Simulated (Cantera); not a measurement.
Charge: 1 mol NiS, 6 mol H2, equilibrated at 1273 K and 555 Torr.

Equilibrium computed with Cantera from the NASA thermochemical tables; the gas is ideal and each condensed phase is pure. Candidate condensed phases: Ni, NiS, NiS2, Ni3S2, Ni3S4, S; 9 gas species. Equilibrium is a limit: real reactors are often held back by kinetics, nucleation or transport.

### Question
What is the equilibrium state?

### Answer
| Property | Value |
|---|---|
| x(H2) | 0.944 |
| x(H2S) | 0.0555 |
| x(SH) | 2.80e-5 |
| x(S2) | 2.65e-5 |
| n(Ni3S2(l)) | 0.333 mol |
| gas amount | 6.000 mol |
| log10 activity of Ni(s) (absent) | -0.56 |
| log10 activity of NiS(l) (absent) | -0.96 |
| log10 activity of S(l) (absent) | -3.28 |
